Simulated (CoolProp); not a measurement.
The fluid at 401.33 K and 0.25 MPa expands adiabatically to 0.0309 MPa with isentropic efficiency 1. The same conditions are run with several fluids, on thermodynamics alone (safety and materials aside).

Values from CoolProp's reference Helmholtz-energy equation of state of each fluid (n-perfluorobutane: Gao 2022; chlorine: Thol 2021; ethylene: Smukala 2000; oxygen: Schmidt 1985; ethanol: Schroeder 2014).

Question: Rank n-perfluorobutane, chlorine, ethylene, oxygen, ethanol by work (kJ/kg), highest first.

Answer: ethylene (208), oxygen (165), ethanol (131), chlorine (76.5), n-perfluorobutane (27.8)

```
fluid              final temperature (K)                       final phase  final density (kg/m³)
-----------------  ---------------------  --------------------------------  ---------------------
n-perfluorobutane                  370.5                               gas                   2.40
chlorine                           240.6                               gas                   1.10
ethylene                           275.6                               gas                  0.379
oxygen                             222.4                               gas                  0.535
ethanol                            324.2  two-phase, vapour fraction 0.982                  0.546
```

Above 300 K oxygen's equation is extrapolated.
